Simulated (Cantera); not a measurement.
Cantera with NASA thermochemical tables; ideal gases at 1 bar, condensed phases pure. Values are per mole of reaction as written; species without (g) are pure solids or liquids, kept so even where they would boil at 1 bar. TaC: taken at fixed stoichiometry.

5 CO(g) + Ta₂O₅ → 2 Ta + 5 CO₂(g)

```tsv
T (K)	ΔH° (kJ)	ΔS° (J/K)	ΔG° (kJ)	log10 K
2073	471.8	-87.7	653.6	-16.47
2223	___	___	___	___
2373	___	___	___	___
2523	___	___	___	___
2673	___	___	___	___
```

Problem. Complete the blanks.

Solution. 
- 2223, ΔH° (kJ): 463.3
- 2223, ΔS° (J/K): -91.7
- 2223, ΔG° (kJ): 667.1
- 2223, log10 K: -15.67
- 2373, ΔH° (kJ): 455.1
- 2373, ΔS° (J/K): -95.2
- 2373, ΔG° (kJ): 681.1
- 2373, log10 K: -14.99
- 2523, ΔH° (kJ): 447.3
- 2523, ΔS° (J/K): -98.4
- 2523, ΔG° (kJ): 695.6
- 2523, log10 K: -14.40
- 2673, ΔH° (kJ): 440.0
- 2673, ΔS° (J/K): -101.2
- 2673, ΔG° (kJ): 710.6
- 2673, log10 K: -13.89
